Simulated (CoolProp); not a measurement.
Model: reference Helmholtz-energy equation of state, Akasaka 2023, in CoolProp.

Problem. For R1336mzz(E), give the phase and the density (kg/m³), cp (kJ/(kg K)), cv (kJ/(kg K)), expansivity (1/kK) at 64.05 °C and 5.7 MPa.

Solution. 
- 64.05 °C and 5.7 MPa: liquid; density 1230, cp 1.26, cv 0.901, expansivity 2.69
